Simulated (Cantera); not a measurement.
Charge: 1 mol Al, 3.6 mol HCl, 620 mol H2, equilibrated at 700 °C and 85.0 Pa.

Cantera equilibrium calculation (NASA polynomials, part measured and part estimated; ideal gas, pure solids and liquids). Candidate condensed phases: Al, AlCl3; 12 gas species. The tables' values for AlCl2 are old estimates; treat these amounts as uncertain. Kinetics and transport are ignored.

Base state: H2 0.997, AlCl3 0.00156, HCl 0.00103, AlCl 2.64e-5, AlCl2 1.54e-5 (mole fractions); condensed: gas only.

What changes in the equilibrium state with this change: HCl from 3.6 to 1.7 mol?


| species | before | after |
|---|---|---|
| H2 | 0.997 | 0.998 |
| AlCl | 2.64e-5 | 0.00106 |
| AlCl3 | 0.00156 | 0.000490 |
| HCl | 0.00103 | 9.09e-5 |
| AlCl2 | 1.54e-5 | 5.47e-5 |
